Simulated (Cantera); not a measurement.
A closed system holds: 1 mol H2S, 0.34 mol H2O, 0.54 mol O2, at 1.00 bar.

Cantera equilibrium calculation (NASA polynomials, part measured and part estimated; ideal gas, pure solids and liquids). Candidate condensed phases: H2O, H2SO4, S; 19 gas species. The numbers say what is thermodynamically allowed, not how fast it happens. All values below are at 2948 K.

Base state: H2 0.273, H2O 0.245, SO 0.150, SO2 0.0998, H 0.0701, S2 0.0486, S 0.0478, SH 0.0340 (mole fractions); condensed: gas only.

Question: What changes in the equilibrium state with this change: H2S replaced by NH3?

Answer: 
| species | before | after |
|---|---|---|
| H2O | 0.245 | 0.484 |
| N2 | 0 | 0.196 |
| H2 | 0.273 | 0.192 |
| SO | 0.150 | 0 |
| SO2 | 0.0998 | 0 |
| S2 | 0.0486 | 0 |
| S | 0.0478 | 0 |
| SH | 0.0340 | 0 |
| OH | 0.0201 | 0.0472 |
| H | 0.0701 | 0.0588 |
| H2S | 0.00619 | 0 |
| NO | 0 | 0.00460 |
| S2O | 0.00136 | 0 |
| O2 | 0.00113 | 0.00893 |
